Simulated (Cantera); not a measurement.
Input (Python, Cantera) and output of one run.

```python
import numpy as np
import cantera as ct

gas_names = """
    H HO2 H2 H2O H2O2 O OH O2 O3 Si SiH SiH2 SiH3 SiH4 SiO SiO2 Si2 Si3
""".split()
cond_names = """
    H2O(s) H2O(L) Si(cr) Si(L) SiO2(Lqz) SiO2(hqz) SiO2(L)
""".split()


# ... load() reads the species with a 1 bar reference pressure and builds the phases ...
atoms = {
    'Si': {'Si': 1},
    'O2': {'O': 2},
    'H2': {'H': 2},
}
top_T = {}  # K; cautious upper limits of use, not melting points


# ... equilibrate(T, P, feed) seeds the gas with the atoms and calls Mixture.equilibrate('TP', solver="vcs", rtol=1e-11, max_steps=5000) ...
results = []
T = 1798  # K
P = 0.12  # Pa
for m in [16, 21, 28, 38, 51, 68, 91]:
    feed = {'Si': 1, 'O2': 0.17, 'H2': m}  # mol
    mix = equilibrate(T, P, feed)
    results.append((T, P, feed, dict(zip(mix.species_names, mix.species_moles))))

top = {s: max(r[3][s] / sum(r[3][g] for g in gas_names) for r in results) for s in gas_names}
cols = sorted((s for s in top if top[s] > 0.0001), key=lambda s: -top[s])[:5]
seen = [c for c in cond_names if any(r[3].get(c, 0) > 1e-12 for r in results)]
print("log10 of partial pressures in bar; condensed amounts in mol")
print(f"{'n(H2)':>10s}" + "".join(f"{s[:9]:>10s}" for s in cols + seen))
for T, P, feed, n in results:
    ng = sum(n[g] for g in gas_names)
    print(f"{feed['H2']:10.4g}" + "".join(f"{np.log10(max(n[s] / ng * P / 1e5, 1e-99)):10.3f}" for s in cols)
          + "".join(f"{n.get(c, 0):10.4g}" for c in seen))
```

It prints:

```
log10 of partial pressures in bar; condensed amounts in mol
     n(H2)        H2         H        Si       SiO
        16    -6.086    -6.496    -7.394    -7.682
        21    -6.080    -6.493    -7.507    -7.794
        28    -6.075    -6.491    -7.627    -7.914
        38    -6.071    -6.489    -7.756    -8.043
        51    -6.068    -6.487    -7.881    -8.169
        68    -6.066    -6.486    -8.004    -8.292
        91    -6.065    -6.486    -8.129    -8.417
```

Method: chemical equilibrium by Gibbs-energy minimisation in Cantera with the NASA 1993 tables (ideal gas, pure condensed phases).
